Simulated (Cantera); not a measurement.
**Catalytic combustion on Pt**

An isothermal plug-flow reactor at 773 K and 100000 Pa (inlet), inlet velocity 0.27 m/s, active area per volume 9800 1/m; feed CH₄ : O₂ : N₂ : H₂O = 0.0025 : 0.12 : 0.79 : 0.0065 (molar parts).

Cantera simulation using Deutschmann's 1995 Pt surface mechanism with GRI-Mech 3.0 gas chemistry; the numbers are that mechanism's predictions, not measurements. Catalytic surfaces can have several steady states; this one follows from the mechanism file's or the stated starting coverage. Mass transfer to the wall is taken as infinitely fast.

```csv
z (m),x CH₄,x O₂,x H₂O,x CO₂,x CO,θ free Pt,θ O*,θ OH*
0.0005,0.00270,0.131,0.00711,2.02e-5,2.67e-7,0.0226,0.976,0.00155
0.00097,0.00268,0.130,0.00715,3.93e-5,2.79e-7,0.0226,0.976,0.00156
0.0019,0.00264,0.130,0.00723,7.67e-5,2.76e-7,0.0226,0.976,0.00156
0.0036,0.00258,0.130,0.00736,0.000144,2.69e-7,0.0226,0.976,0.00158
0.007,0.00245,0.130,0.00762,0.000273,2.56e-7,0.0226,0.976,0.00161
0.013,0.00223,0.130,0.00805,0.000486,2.34e-7,0.0227,0.976,0.00165
0.026,0.00183,0.129,0.00885,0.000887,1.92e-7,0.0227,0.976,0.00173
0.05,0.00127,0.128,0.00997,0.00145,1.33e-7,0.0228,0.975,0.00184
```
x: gas mole fraction; θ: surface coverage.
